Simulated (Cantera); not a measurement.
A closed system holds: 1 mol Si₃N₄, 0.39 mol N₂O, 21 mol N₂, held at 1577 °C and 10.0 mbar.

Equilibrium computed with Cantera from the NASA thermochemical tables; the gas is ideal and each condensed phase is pure. Candidate condensed phases: Si, SiO₂, Si₂N₂O, Si₃N₄; 16 gas species. The tables' values for SiN are old estimates; treat these amounts as uncertain. The numbers say what is thermodynamically allowed, not how fast it happens.

What is the equilibrium state?


```json
{
 "x(N₂)": "0.983",
 "x(SiO)": "0.0164",
 "x(Si)": "0.000645",
 "x(Si₂N)": "3.74e-5",
 "x(SiN)": "2.45e-5",
 "x(Si₂)": "4.51e-6",
 "x(Si₃)": "1.04e-6",
 "n(Si(l))": "2.59 mol",
 "gas_amount": "23.80 mol"
}
```
